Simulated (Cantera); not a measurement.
Feed: 1 mol V, 0.97 mol NH3, 48 mol N2, at 0.00160 bar.

These are equilibrium values from Cantera (NASA tables, ideal gas, pure condensed phases), not measurements of a reactor. Candidate condensed phases: V, VN; 11 gas species. VN: taken at fixed stoichiometry. Condensed phases not in the tables: V2N. Rates play no part. All values below are at 1800 K.

Base state: N2 0.970, H2 0.0286, H 0.00152, V 1.39e-5 (mole fractions); condensed: VN(s).

**Question.** What changes in the equilibrium state with this change: NH3 from 0.97 to 1.3 mol?

**Answer.** 
| species | before | after |
|---|---|---|
| N2 | 0.970 | 0.960 |
| H2 | 0.0286 | 0.0380 |
| H | 0.00152 | 0.00175 |
| V | 1.39e-5 | 1.40e-5 |
| VN(s), mol | 0.999 | 0.999 |
